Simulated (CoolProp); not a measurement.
Vapour-liquid equilibrium of propylene (1) + 1-butene (2) at 297.8 K; x and y are mole fractions of (1).

The numbers come from the multi-fluid Helmholtz-energy mixture model, Lemmon 2013 and Lemmon 2005; pair parameters Bell 2016 in CoolProp.

```tsv
x	bubble pressure, mixture model (bar)	bubble pressure, Raoult's law (bar)	y, mixture model	y, Raoult's law
0.05	3.325	3.366	0.149	0.170
0.2	4.498	4.641	[?]	0.493
0.35	5.703	5.917	0.634	0.677
0.5	[?]	7.192	0.760	0.796
0.65	8.227	8.468	[?]	0.878
0.8	[?]	9.743	[?]	0.940
0.95	10.96	11.02	0.982	0.987
```

Task: Complete the blanks.

Result: 
- 0.2, y, mixture model: 0.451
- 0.5, bubble pressure, mixture model (bar): 6.943
- 0.65, y, mixture model: 0.852
- 0.8, bubble pressure, mixture model (bar): 9.561
- 0.8, y, mixture model: 0.923

The largest gap from Raoult's law is -3.6 % in bubble pressure, at x = 0.35. No azeotrope shows between x = 0.05 and 0.95.

Pair parameters are fitted to limited data, so mixtures are less certain than the pure fluids.
